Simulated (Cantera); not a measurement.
**Carbon deposition, reforming and gasification: C2H4 + NH3**

Input: 1 mol C2H4, 0.017 mol NH3, held at 2650 °C.

These are equilibrium values from Cantera (NASA tables, ideal gas, pure condensed phases), not measurements of a reactor. Candidate condensed phases: C, C6H6, C7H8, C8H18; 92 gas species. The ideal-gas law is rough above about 30 bar. Equilibrium is a limit: real reactors are often held back by kinetics, nucleation or transport.

From 10.0 Pa to 72.0 Pa nothing is condensed. From 5.20 mbar to 100 bar the condensed part is C(graphite). The main C-bearing gas is C3 at 10.0 Pa and C2H2 (acetylene) at 100 bar.

| P (Pa) | x H2 | x H | x C3 | x C | x C2H2 (acetylene) | x C2 | n C(graphite) |
|---|---|---|---|---|---|---|---|
| 10 | 0.00408 | 0.792 | 0.0842 | 0.0949 | 3.19e-5 | 0.0212 | 0 |
| 72 | 0.0301 | 0.800 | 0.117 | 0.0284 | 0.00109 | 0.0137 | 0 |
| 520 | 0.193 | 0.754 | 0.0258 | 0.00459 | 0.00953 | 0.00258 | 1.57 |
| 3700 | 0.504 | 0.457 | 0.00363 | 0.000646 | 0.0249 | 0.000363 | 1.80 |
| 27000 | 0.747 | 0.206 | 0.000497 | 8.85e-5 | 0.0369 | 4.97e-5 | 1.80 |
| 190000 | 0.865 | 0.0836 | 7.07e-5 | 1.26e-5 | 0.0427 | 7.07e-6 | 1.79 |
| 1400000 | 0.913 | 0.0316 | 9.59e-6 | 1.71e-6 | 0.0451 | 9.59e-7 | 1.79 |
| 10000000 | 0.924 | 0.0119 | 1.34e-6 | 2.39e-7 | 0.0457 | 1.34e-7 | 1.77 |
x: gas mole fraction; n: condensed amount in mol.
